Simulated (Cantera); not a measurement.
Thermodynamics of chlorosilane synthesis and conversion, feed Si + Cl₂ + H₂

A closed system holds: 1 mol Si, 0.8 mol Cl₂, 17 mol H₂, held at 1 atm.

Equilibrium computed with Cantera from the NASA thermochemical tables; the gas is ideal and each condensed phase is pure. Candidate condensed phases: Si; 19 gas species. The tables' values for SiCl₃ are old estimates; treat these amounts as uncertain. Equilibrium is a limit: real reactors are often held back by kinetics, nucleation or transport.

| T (K) | x H₂ | x HCl | x SiCl₂ | x SiCl₄ | x SiHCl₃ | x SiCl₃ | x SiH₂Cl₂ | n Si(s) |
|---|---|---|---|---|---|---|---|---|
| 975 | 0.969 | 0.00562 | 5.26e-5 | 0.0120 | 0.0118 | 0.000149 | 0.00122 | 0.561 |
| 1050 | 0.966 | 0.0103 | 0.000204 | 0.0112 | 0.0110 | 0.000355 | 0.00122 | 0.583 |
| 1125 | 0.961 | 0.0170 | 0.000636 | 0.00993 | 0.00976 | 0.000716 | 0.00118 | 0.612 |
| 1200 | 0.954 | 0.0256 | 0.00163 | 0.00806 | 0.00816 | 0.00122 | 0.00108 | 0.647 |
| 1275 | 0.946 | 0.0354 | 0.00344 | 0.00576 | 0.00621 | 0.00175 | 0.000928 | 0.682 |
| 1350 | 0.939 | 0.0448 | 0.00600 | 0.00346 | 0.00416 | 0.00204 | 0.000729 | 0.710 |
| 1425 | 0.933 | 0.0519 | 0.00871 | 0.00172 | 0.00242 | 0.00195 | 0.000520 | 0.728 |
| 1500 | 0.929 | 0.0561 | 0.0109 | 0.000738 | 0.00126 | 0.00159 | 0.000345 | 0.736 |
| 1575 | 0.927 | 0.0582 | 0.0124 | 0.000297 | 0.000632 | 0.00119 | 0.000222 | 0.738 |
| 1650 | 0.926 | 0.0590 | 0.0133 | 0.000120 | 0.000317 | 0.000856 | 0.000143 | 0.736 |
x: gas mole fraction; n: condensed amount in mol.

From 975 K to 1650 K the condensed part is Si(s). The main Si-bearing gas is SiCl₄ at 975 K and SiCl₂ at 1650 K. The share of Si in condensed phases is highest at 1575 K (73.8 %) and lowest at 975 K (56.1 %).
